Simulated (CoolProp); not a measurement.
CH3F (R41) along the isotherm 57.45 °C: Z from the reference equation and from simpler models built on Tc = 44.1 °C, pc = 5.906 MPa, ω = 0.200; each cubic takes its own stable root.

Model: reference Helmholtz-energy equation of state, Lemmon 2006, in CoolProp. It is a short technical equation, of lower accuracy than the large ones.

```json
[
 {"p (MPa)": "0.211", "phase": "gas", "reference": "0.9876"},
 {"p (MPa)": "0.422", "phase": "gas", "reference": "0.9751"},
 {"p (MPa)": "0.633", "phase": "gas", "reference": "0.9625"},
 {"p (MPa)": "0.844", "phase": "gas", "reference": "0.9497"},
 {"p (MPa)": "1.05", "phase": "gas", "reference": "0.9371"},
 {"p (MPa)": "1.27", "phase": "gas", "reference": "0.9235"},
 {"p (MPa)": "1.48", "phase": "gas", "reference": "0.9102"},
 {"p (MPa)": "1.69", "phase": "gas", "reference": "0.8969"},
 {"p (MPa)": "1.9", "phase": "gas", "reference": "0.8833"},
 {"p (MPa)": "2.11", "phase": "gas", "reference": "0.8695"},
 {"p (MPa)": "2.32", "phase": "gas", "reference": "0.8555"},
 {"p (MPa)": "2.53", "phase": "gas", "reference": "0.8413"},
 {"p (MPa)": "2.74", "phase": "gas", "reference": "0.8268"},
 {"p (MPa)": "2.95", "phase": "gas", "reference": "0.8121"}
]
```

Problem. How far does each simpler model (Pitzer virial, van der Waals, Soave-Redlich-Kwong, Peng-Robinson) lie from the reference over these 14 states: mean and median of the absolute difference, and the worst?

Solution. 
- Pitzer virial: mean 2.0 %, median 1.7 %, worst +4.6 % at 57.45 °C and 2.95 MPa
- van der Waals: mean 2.2 %, median 2.2 %, worst +4.3 % at 57.45 °C and 2.95 MPa
- Soave-Redlich-Kwong: mean 1.4 %, median 1.4 %, worst +2.9 % at 57.45 °C and 2.95 MPa
- Peng-Robinson: mean 0.3 %, median 0.3 %, worst +0.8 % at 57.45 °C and 2.95 MPa
